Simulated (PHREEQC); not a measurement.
A solution holds 0.041 mol/kgw NH4HF2, 0.018 mol/kgw (NH4)2SiF6 and 0.012 mol/kgw H2SO4, at 11 °C. Closed to the air; pH follows from the charge balance.

Model: ion-association model, wateq4f.dat, run in PHREEQC.

```tsv
quantity	before	after
pH	2.58	3.27
HF (mol/kgw)	0.0426	0.000595
F- (mol/kgw)	0.0183	0.000986
SO4-2 (mol/kgw)	0.00827	0.000115
```

### Question
Name the change that produced these shifts.
A. (NH4)2SiF6 left out
B. diluted 100-fold with water
C. temperature from 11 to 50 °C
D. temperature from 11 to 25 °C
E. H2SO4 replaced by Na2SO4 at the same molality

### Answer
B, diluted 100-fold with water

No solid was allowed to form. Some of these states are supersaturated (in Quartz (slow to form), for instance). wateq4f.dat counts part of the HF as a dimer, H2F2, which phreeqc.dat doesn't know; its constant is uncertain. Away from 25 °C the constants follow the database's enthalpies or fits; those with neither stay at their 25 °C values. SiF6-2 is the database's only silicon fluoride.
